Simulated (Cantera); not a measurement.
## Thermodynamics of silicon epitaxy and polysilicon growth, feed Si3H8 + Cl2 + H2

Feed: 1 mol Si3H8, 0.8 mol Cl2, 71 mol H2, at 1.10 bar.

Method: chemical equilibrium by Gibbs-energy minimisation in Cantera with the NASA 1993 tables (ideal gas, pure condensed phases). Candidate condensed phases: Si; 19 gas species. The feed counts by its element totals alone. The tables' values for SiCl3 are old estimates; treat these amounts as uncertain. Equilibrium is a limit: real reactors are often held back by kinetics, nucleation or transport.

From 948 K to 1473 K the condensed part is Si(s). The main Si-bearing gas is SiHCl3 at 948 K and SiCl2 at 1473 K. The share of Si in condensed phases is highest at 1473 K (96.8 %) and lowest at 948 K (85.7 %).

| T (K) | log p H2 | log p HCl | log p SiHCl3 | log p SiCl4 | log p SiCl2 | log p SiH2Cl2 | n Si(s) |
|---|---|---|---|---|---|---|---|
| 948 | 0.04 | -2.52 | -2.46 | -2.67 | -4.89 | -3.24 | 2.57 |
| 1023 | 0.04 | -2.25 | -2.52 | -2.74 | -4.29 | -3.26 | 2.62 |
| 1098 | 0.04 | -2.04 | -2.63 | -2.87 | -3.80 | -3.32 | 2.69 |
| 1173 | 0.03 | -1.88 | -2.80 | -3.08 | -3.44 | -3.41 | 2.77 |
| 1248 | 0.03 | -1.78 | -3.06 | -3.42 | -3.19 | -3.57 | 2.84 |
| 1323 | 0.03 | -1.72 | -3.40 | -3.87 | -3.04 | -3.79 | 2.88 |
| 1398 | 0.03 | -1.70 | -3.78 | -4.37 | -2.97 | -4.03 | 2.90 |
| 1473 | 0.03 | -1.69 | -4.16 | -4.86 | -2.92 | -4.27 | 2.90 |
log p: log10 of the partial pressure in bar; n: condensed amount in mol.
